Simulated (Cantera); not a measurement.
An isothermal, constant-pressure homogeneous reactor starts with H2 : O2 : N2 = 0.0088 : 1 : 0.46 (molar parts), equivalence ratio 0.0044, at 1000 K and 2670 Pa.

Computed with Cantera and the H2/O2 subset of GRI-Mech 3.0, which has no nitrogen chemistry. Radical loss at walls, strong at low pressure, is not modelled.

x: mole fraction; the columns are a selection and need not sum to one.

```json
[
 {"t (s)": "0.000300", "x H2": "0.00599", "x O2": "0.681", "x OH": "1.53e-11", "x HO2": "2.43e-11", "x H2O": "4.62e-12", "x O": "1.82e-11"},
 {"t (s)": "0.000591", "x H2": "0.00599", "x O2": "0.681", "x OH": "3.90e-11", "x HO2": "4.84e-11", "x H2O": "2.40e-11", "x O": "5.33e-11"},
 {"t (s)": "0.00117", "x H2": "0.00599", "x O2": "0.681", "x OH": "1.11e-10", "x HO2": "9.81e-11", "x H2O": "1.27e-10", "x O": "1.78e-10"},
 {"t (s)": "0.00230", "x H2": "0.00599", "x O2": "0.681", "x OH": "4.86e-10", "x HO2": "2.13e-10", "x H2O": "8.63e-10", "x O": "8.77e-10"},
 {"t (s)": "0.00453", "x H2": "0.00599", "x O2": "0.681", "x OH": "6.32e-9", "x HO2": "8.09e-10", "x H2O": "1.37e-8", "x O": "1.19e-8"},
 {"t (s)": "0.00892", "x H2": "0.00599", "x O2": "0.681", "x OH": "___", "x HO2": "___", "x H2O": "___", "x O": "___"},
 {"t (s)": "0.0176", "x H2": "0.00207", "x O2": "0.678", "x OH": "0.000614", "x HO2": "5.06e-6", "x H2O": "0.00335", "x O": "0.00212"},
 {"t (s)": "0.0346", "x H2": "5.10e-5", "x O2": "0.678", "x OH": "0.000179", "x HO2": "2.34e-6", "x H2O": "0.00580", "x O": "0.00178"},
 {"t (s)": "0.0683", "x H2": "9.75e-6", "x O2": "0.679", "x OH": "9.44e-5", "x HO2": "1.35e-6", "x H2O": "0.00594", "x O": "0.000799"},
 {"t (s)": "0.135", "x H2": "3.23e-6", "x O2": "0.680", "x OH": "5.60e-5", "x HO2": "7.95e-7", "x H2O": "0.00597", "x O": "0.000297"},
 {"t (s)": "0.265", "x H2": "9.89e-7", "x O2": "0.680", "x OH": "3.17e-5", "x HO2": "4.18e-7", "x H2O": "0.00599", "x O": "9.57e-5"},
 {"t (s)": "0.523", "x H2": "2.78e-7", "x O2": "0.680", "x OH": "1.74e-5", "x HO2": "1.96e-7", "x H2O": "0.00600", "x O": "2.86e-5"},
 {"t (s)": "1.03", "x H2": "___", "x O2": "0.680", "x OH": "___", "x HO2": "___", "x H2O": "0.00600", "x O": "___"},
 {"t (s)": "2.03", "x H2": "2.09e-8", "x O2": "0.680", "x OH": "5.37e-6", "x HO2": "3.29e-8", "x H2O": "0.00601", "x O": "2.62e-6"},
 {"t (s)": "4.00", "x H2": "6.22e-9", "x O2": "0.680", "x OH": "3.12e-6", "x HO2": "1.29e-8", "x H2O": "0.00601", "x O": "8.77e-7"}
]
```

Problem. Some entries are withheld; supply them.

Solution. 
- 0.00892, x OH: 8.87e-7
- 0.00892, x HO2: 6.43e-8
- 0.00892, x H2O: 1.98e-6
- 0.00892, x O: 1.67e-6
- 1.03, x H2: 7.55e-8
- 1.03, x OH: 9.57e-6
- 1.03, x HO2: 8.29e-8
- 1.03, x O: 8.46e-6
